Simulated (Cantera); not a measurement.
Charge: 1 mol CCl4, 0.14 mol HCl, 0.39 mol H2, equilibrated at 1.33 mbar.

Cantera equilibrium calculation (NASA polynomials, part measured and part estimated; ideal gas, pure solids and liquids). Candidate condensed phases: C, C6H6, C7H8, C8H18; 91 gas species. The tables' values for CCl are old estimates; treat these amounts as uncertain. Equilibrium is a limit: real reactors are often held back by kinetics, nucleation or transport.

x: gas mole fraction; n: condensed amount in mol.

```csv
T (K),x Cl,x Cl2,x HCl,x H,x C,x C3,x C2,n C(graphite)
1275,0.188,0.483,0.329,6.06e-10,<1e-12,<1e-12,<1e-12,1.000
1475,0.564,0.175,0.261,4.73e-8,<1e-12,<1e-12,<1e-12,1.000
1675,0.746,?,0.228,?,?,?,<1e-12,1.000
1875,0.773,0.00405,0.223,7.04e-5,1.29e-9,7.74e-10,6.44e-11,1.000
2075,0.777,0.000851,0.221,0.00111,1.08e-7,1.23e-7,1.05e-8,1.000
2275,0.782,0.000235,0.205,0.0102,4.16e-6,7.86e-6,6.95e-7,1.000
2475,0.796,8.18e-5,0.147,0.0496,8.82e-5,0.000252,2.31e-5,0.995
2675,0.806,?,?,?,?,?,?,?
2875,0.759,1.31e-5,0.0194,0.147,0.0107,0.0536,0.00546,0
3075,0.748,6.33e-6,0.00599,0.159,0.0332,0.0422,0.00999,0
3275,0.724,3.21e-6,0.00194,0.159,0.0790,0.0231,0.0131,0
```

### Question
Complete the blanks.

### Answer

- 1675, x Cl2: 0.0262
- 1675, x H: 2.41e-6
- 1675, x C: 5.29e-12
- 1675, x C3: 1.41e-12
- 2675, x Cl2: 3.30e-5
- 2675, x HCl: 0.0661
- 2675, x H: 0.114
- 2675, x C: 0.00118
- 2675, x C3: 0.00472
- 2675, x C2: 0.000450
- 2675, n C(graphite): 0.918
